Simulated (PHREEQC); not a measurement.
Make-up at 25 °C: 50 mmol/kgw HF and 24 mmol/kgw KF. It is in equilibrium with CO2 at log p = 0 (atm). Otherwise closed; pH follows from the charge balance.

The numbers come from PHREEQC with the ion-association model, wateq4f.dat.

Precipitation was switched off in this run.

Estimate the pH.

pH 2.88.

In which forms is F present?

HF 51 %, F- 30 %, H2F2 10 %, HF2- 8.8 % of the F.

wateq4f.dat counts part of the HF as a dimer, H2F2, which phreeqc.dat doesn't know; its constant is uncertain.
